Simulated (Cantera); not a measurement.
An adiabatic, constant-pressure homogeneous reactor starts with H2 : O2 : N2 = 1 : 0.575 : 2.16 (molar parts), at 1000 K and 24.7 atm. Integrator tolerance rtol = 1e-08.

Computed with Cantera and the H2/O2 subset of GRI-Mech 3.0, which has no nitrogen chemistry. The hydrogen kinetics of GRI-Mech 3.0 are dated; newer H2 mechanisms differ, most at raised pressure. The pressure lies above the range GRI-Mech 3.0 was tuned for (to about 10 atm).

### Question
What does this change do: H2 1 to 0.59 parts?

### Answer
| quantity | before | after |
|---|---|---|
| time of steepest temperature rise | 5.88 ms | 7.82 ms |
| temperature at 0.600 s | 2783 K | 2262 K |
| equilibrium temperature | 2783 K | 2262 K |
| x(H2) at 0.600 s | 0.00788 (gas-phase equilibrium 0.00788) | 0.000213 (gas-phase equilibrium 0.000213) |
| x(O2) at 0.600 s | 0.0229 (gas-phase equilibrium 0.0229) | 0.0915 (gas-phase equilibrium 0.0915) |
| x(O) at 0.600 s | 0.00155 (gas-phase equilibrium 0.00155) | 0.000242 (gas-phase equilibrium 0.000242) |
| x(H2O2) at 0.600 s | 2.68e-6 (gas-phase equilibrium 2.68e-6) | 1.17e-6 (gas-phase equilibrium 1.17e-6) |
| x(HO2) at 0.600 s | 2.01e-5 (gas-phase equilibrium 2.01e-5) | 1.20e-5 (gas-phase equilibrium 1.20e-5) |

### Question
What does this change do: constant volume in place of constant pressure?

### Answer
```
quantity                                                            before                                    after
---------------------------------  ---------------------------------------  ---------------------------------------
time of steepest temperature rise                                  5.88 ms                                  5.37 ms
temperature at 0.600 s                                              2783 K                                   3085 K
equilibrium temperature                                             2783 K                                   3085 K
x(H2) at 0.600 s                   0.00788 (gas-phase equilibrium 0.00788)    0.0132 (gas-phase equilibrium 0.0132)
x(O2) at 0.600 s                     0.0229 (gas-phase equilibrium 0.0229)    0.0234 (gas-phase equilibrium 0.0234)
x(O) at 0.600 s                    0.00155 (gas-phase equilibrium 0.00155)  0.00280 (gas-phase equilibrium 0.00280)
x(H2O2) at 0.600 s                 2.68e-6 (gas-phase equilibrium 2.68e-6)  6.89e-6 (gas-phase equilibrium 6.89e-6)
x(HO2) at 0.600 s                  2.01e-5 (gas-phase equilibrium 2.01e-5)  4.54e-5 (gas-phase equilibrium 4.54e-5)
```
Above 3000 K some thermodynamic fits are extrapolated.
